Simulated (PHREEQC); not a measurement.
# Buffer (model solution)

Make-up at 25 °C: 140 mmol/kgw H3PO4 and 1.2 mmol/kgw Na2CO3. Closed to the air; pH follows from the charge balance.

Model: ion-association model, phreeqc.dat, run in PHREEQC.

Each row changes one thing in this solution. Precipitation was switched off in this run.

```json
[
 {"case": "as made", "pH": "1.58", "ionic strength (mol/kgw)": "0.0327", "H3PO4 (mol/kgw)": "0.107", "H2PO4- (mol/kgw)": "0.0327"},
 {"case": "temperature from 25 to 15 °C", "pH": "1.55", "ionic strength (mol/kgw)": "0.0344", "H3PO4 (mol/kgw)": "[?]", "H2PO4- (mol/kgw)": "0.0344"},
 {"case": "Na2CO3 left out", "pH": "1.56", "ionic strength (mol/kgw)": "0.0316", "H3PO4 (mol/kgw)": "[?]", "H2PO4- (mol/kgw)": "0.0316"},
 {"case": "H3PO4 from 0.14 to 0.014 mol/kgw", "pH": "[?]", "ionic strength (mol/kgw)": "0.00818", "H3PO4 (mol/kgw)": "[?]", "H2PO4- (mol/kgw)": "0.00818"},
 {"case": "diluted 2-fold with water", "pH": "[?]", "ionic strength (mol/kgw)": "0.0213", "H3PO4 (mol/kgw)": "0.0487", "H2PO4- (mol/kgw)": "0.0213"}
]
```

Some entries are withheld; supply them.


- temperature from 25 to 15 °C, H3PO4 (mol/kgw): 0.106
- Na2CO3 left out, H3PO4 (mol/kgw): 0.108
- H3PO4 from 0.14 to 0.014 mol/kgw, pH: 2.27
- H3PO4 from 0.14 to 0.014 mol/kgw, H3PO4 (mol/kgw): 0.00582
- diluted 2-fold with water, pH: 1.75
